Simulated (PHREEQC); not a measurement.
**Acid rinse or clean: an equilibrium model**

A solution holds 0.0038 mol HNO3, 0.00034 mol CuSO4 and 0.11 mol MnSO4 per kg of water, at 25 °C. Closed to the air; pH follows from the charge balance.

Computed with PHREEQC (ion-association model, wateq4f.dat).

This is a speciation only: nothing precipitates in the calculation.

Task: What pH, ionic strength does the model give?

Result: pH 2.95; ionic strength 0.241 mol/kgw.

Task: In which forms is Mn present?

Result: Mn+2 55 %, MnSO4 45 % of the Mn.

Species that the database lacks are ignored.
